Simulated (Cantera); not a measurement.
Feed: 1 mol Pb, 0.0085 mol O2, 120 mol N2, held at 1675 K.

These are equilibrium values from Cantera (NASA tables, ideal gas, pure condensed phases), not measurements of a reactor. Candidate condensed phases: Pb, PbO, PbO2, Pb3O4; 12 gas species. Gases not in the tables: (PbO)n polymers. Rates play no part.

log p: log10 of the partial pressure in bar; n: condensed amount in mol.

| P (Pa) | log p N2 | log p Pb | log p PbO | log p NO | log p O2 | n Pb(l) |
|---|---|---|---|---|---|---|
| 10 | -4.00 | -6.08 | -8.51 | -8.46 | -8.54 | 0 |
| 120 | -2.92 | -5.01 | -7.02 | -7.51 | -7.72 | 0 |
| 1600 | -1.80 | -3.89 | -5.71 | -6.75 | -7.33 | 0 |
| 19000 | [?] | [?] | [?] | [?] | -7.24 | 0 |
| 240000 | [?] | [?] | [?] | [?] | -7.22 | 0 |
| 3000000 | 1.48 | -0.96 | -2.38 | -4.72 | -6.53 | 0.537 |

Question: Some entries are withheld; supply them.

Answer: 
- 240000, log p N2: 0.38
- 240000, log p Pb: -1.71
- 240000, log p PbO: -3.48
- 240000, log p NO: -5.61
- 19000, log p N2: -0.72
- 19000, log p Pb: -2.81
- 19000, log p PbO: -4.59
- 19000, log p NO: -6.17
